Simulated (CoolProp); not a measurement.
Toluene at 565.45 K and 2.43 MPa is throttled through a valve to 0.517 MPa with no heat exchange. Each further row changes one setting.

Values from CoolProp's reference Helmholtz-energy equation of state, Lemmon 2006. It is a short technical equation, of lower accuracy than the large ones.

| case | temperature change (K) | final density (kg/m³) |
|---|---|---|
| as stated | -24.3 | [?] |
| outlet pressure 0.155 MPa | [?] | [?] |
| outlet pressure 0.672 MPa | [?] | [?] |

Task: Complete the blanks.

Result: 
- as stated, final density (kg/m³): 11.3
- outlet pressure 0.155 MPa, temperature change (K): -28.1
- outlet pressure 0.155 MPa, final density (kg/m³): 3.26
- outlet pressure 0.672 MPa, temperature change (K): -22.6
- outlet pressure 0.672 MPa, final density (kg/m³): 15.0
